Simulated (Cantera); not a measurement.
Input: 1 mol Si, 0.91 mol H₂O, 180 mol N₂, equilibrated at 13300 Pa.

Method: chemical equilibrium by Gibbs-energy minimisation in Cantera with the NASA 1993 tables (ideal gas, pure condensed phases). Candidate condensed phases: H₂O, Si, SiO₂, Si₂N₂O, Si₃N₄; 35 gas species. Equilibrium is a limit: real reactors are often held back by kinetics, nucleation or transport.

Question: At 1825 K, list the 4 most abundant gas species with their mole fractions, and the condensed phases.

Answer: N₂ 0.990, H₂ 0.00497, SiO 0.00452, H 8.50e-5. Condensed: Si₂N₂O(s).
